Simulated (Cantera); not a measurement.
A Cantera script and its output.

```python
import numpy as np
import cantera as ct

gas = ct.Solution("gri30.yaml")


def delay(T, t_max=10):
    gas.TPX = T, 101325, {'CH3OH': 1, 'O2': 2.34, 'N2': 8.81, 'H2O': 0.26}
    reactor = ct.IdealGasReactor(gas, clone=False)
    net = ct.ReactorNet([reactor])
    net.rtol, net.atol = 1e-8, 1e-16
    while net.time < t_max:
        t_old, T_old = net.time, reactor.T
        net.step()
        if reactor.T > T + 400:  # ignition: a rise of 400 K
            return t_old + (T + 400 - T_old) / (reactor.T - T_old) * (net.time - t_old)
    return np.nan


taus = []
for T in [1125, 1200, 1275, 1350, 1425, 1500, 1575, 1650]:
    taus.append(delay(T))
    print(f"T0 = {T:6g} K   tau = {taus[-1]:.4e} s")
```

Output:

```
T0 =   1125 K   tau = 3.6096e-02 s
T0 =   1200 K   tau = 9.5608e-03 s
T0 =   1275 K   tau = 3.0089e-03 s
T0 =   1350 K   tau = 1.1016e-03 s
T0 =   1425 K   tau = 4.6076e-04 s
T0 =   1500 K   tau = 2.1606e-04 s
T0 =   1575 K   tau = 1.1136e-04 s
T0 =   1650 K   tau = 6.1927e-05 s
```

Computed with Cantera and GRI-Mech 3.0 (53 species, 325 reactions). GRI-Mech 3.0 was tuned for natural gas; its chemistry of methanol as a main component is partial and can be far from experiment.
